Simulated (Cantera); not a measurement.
# Diamond growth

A diamond (100) surface in a fixed gas of H2 with x(CH4) = 0.013, x(H) = 0.0085, x(CH3) = 0.0013, 120 Torr; coverages are run to steady state.

Computed with Cantera and the Harris–Goodwin 1993 mechanism for the reconstructed diamond (100) surface.

```tsv
T (K)	growth (µm/h)	θ c6HH	θ c6H*	θ c6*H	θ c6**	θ c6HM
925	65.2	0.584	0.0109	0.274	0.00461	0.0996
1000	97.3	0.538	0.0167	0.336	0.00846	0.0736
1075	131	0.491	0.0235	0.391	0.0140	0.0539
1150	153	0.448	0.0313	0.440	0.0216	0.0365
1225	137	0.411	0.0399	0.483	0.0313	0.0195
1300	95.3	0.377	0.0486	0.516	0.0426	0.00743
1375	70.1	0.344	0.0569	0.537	0.0550	0.00228
```
θ: site fractions in the mechanism's names (c6HH fully hydrogenated, c6H* and c6*H radical sites, c6** diradical, c6HM methylated).
